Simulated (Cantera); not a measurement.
Cantera run:

```python
import numpy as np
import cantera as ct

gas_names = [...]  # 123 gases of nasa_gas.yaml made of C, H, O, Si
cond_names = """
    C(gr) C6H6(L) C7H8(L) C8H18(L),n-octa H2O(s) H2O(L) Si(cr) Si(L) SiC(b) SiO2(Lqz) SiO2(hqz) SiO2(L)
""".split()


# ... load() reads the species with a 1 bar reference pressure and builds the phases ...
atoms = {
    'SiC': {'Si': 1, 'C': 1},
    'H2O': {'H': 2, 'O': 1},
    'H2': {'H': 2},
}
top_T = {'C(gr)': 4500, 'SiC(b)': 3050}  # K; cautious upper limits of use, not melting points


# ... equilibrate(T, P, feed) seeds the gas with the atoms and calls Mixture.equilibrate('TP', solver="vcs", rtol=1e-11, max_steps=5000) ...
results = []
feed = {'SiC': 1, 'H2O': 0.0015, 'H2': 360}  # mol
P = 10000  # Pa
for T in [1023, 1098, 1173, 1248, 1323, 1398, 1473, 1548, 1623, 1698, 1773, 1848, 1923, 1998]:
    mix = equilibrate(T, P, feed)
    results.append((T, P, feed, dict(zip(mix.species_names, mix.species_moles))))

top = {s: max(r[3][s] / sum(r[3][g] for g in gas_names) for r in results) for s in gas_names}
cols = sorted((s for s in top if top[s] > 1e-06), key=lambda s: -top[s])[:6]
seen = [c for c in cond_names if any(r[3].get(c, 0) > 1e-12 for r in results)]
print("log10 of partial pressures in bar; condensed amounts in mol")
print(f"{'T/K':>10s}" + "".join(f"{s[:9]:>10s}" for s in cols + seen))
for T, P, feed, n in results:
    ng = sum(n[g] for g in gas_names)
    print(f"{T:10.4g}" + "".join(f"{np.log10(max(n[s] / ng * P / 1e5, 1e-99)):10.3f}" for s in cols)
          + "".join(f"{n.get(c, 0):10.4g}" for c in seen))
```

Output:

```
log10 of partial pressures in bar; condensed amounts in mol
       T/K        H2         H        Si C2H2,acet      SiH2       SiH    Si(cr)    SiC(b) SiO2(hqz)
      1023    -1.000    -8.883   -15.225   -16.325   -10.744   -13.973 0.0005147    0.9987 0.0007473
      1098    -1.000    -8.107   -13.665   -15.032    -9.902   -12.679 0.0003173    0.9989 0.0007096
      1173    -1.000    -7.428   -12.370   -13.776    -9.232   -11.617         0    0.9988 0.0003355
      1248    -1.000    -6.831   -11.316   -12.504    -8.726   -10.769         0    0.9985         0
      1323    -1.000    -6.300   -10.293   -11.557    -8.189    -9.928         0    0.9985         0
      1398    -1.000    -5.825    -9.383   -10.708    -7.711    -9.180         0    0.9985         0
      1473    -1.000    -5.398    -8.578    -9.923    -7.294    -8.522         0    0.9984         0
      1548    -1.000    -5.012    -7.876    -9.165    -6.943    -7.953         0    0.9982         0
      1623    -1.000    -4.660    -7.276    -8.406    -6.660    -7.474         0    0.9978         0
      1698    -1.000    -4.340    -6.767    -7.639    -6.440    -7.075         0    0.9969         0
      1773    -1.000    -4.046    -6.328    -6.887    -6.265    -6.737         0    0.9951         0
      1848    -1.001    -3.776    -5.910    -6.226    -6.089    -6.411         0    0.9908         0
      1923    -1.001    -3.527    -5.485    -5.697    -5.888    -6.073         0    0.9797         0
      1998    -1.002    -3.296    -5.069    -5.255    -5.679    -5.737         0     0.953         0
```

Equilibrium computed with Cantera from the NASA thermochemical tables; the gas is ideal and each condensed phase is pure. Mutual solubility and eutectic melting of coexisting phases are not modelled. The tables hold silica as quartz up to 1696 K and as liquid above; real silica turns to tridymite and cristobalite and melts near 1996 K. Gases not in the tables: Si2H6 and higher silanes.
